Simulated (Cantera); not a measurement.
Charge: 1 mol AlN, 12 mol HCl, 48 mol H₂, at 1923.15 K and 0.100 bar.

Cantera equilibrium calculation (NASA polynomials, part measured and part estimated; ideal gas, pure solids and liquids). The tables' values for AlCl₂ are old estimates; treat these amounts as uncertain. Equilibrium is a limit: real reactors are often held back by kinetics, nucleation or transport.

```json
[
 {"species": "H₂", "before": "0.801", "after": "0.825"},
 {"species": "HCl", "before": "0.171", "after": "0.150"},
 {"species": "AlCl₃", "before": "0.00284", "after": "0.0165"},
 {"species": "AlCl", "before": "0.0101", "after": "1.05e-5"},
 {"species": "Cl", "before": "0.000429", "after": "1.01e-6"},
 {"species": "H", "before": "0.00267", "after": "6.64e-6"},
 {"species": "AlCl₂", "before": "0.00353", "after": "0.000109"},
 {"species": "N₂", "before": "0.00822", "after": "0.00833"}
]
```
Gas species are given as mole fractions.

Task: What was changed between the two runs?
(A) HCl from 12 to 3.3 mol
(B) H₂ from 48 to 0.36 mol
(C) temperature from 1923.15 K to 1348 K
(D) H₂ from 48 to 5.2 mol

Result: C, temperature from 1923.15 K to 1348 K
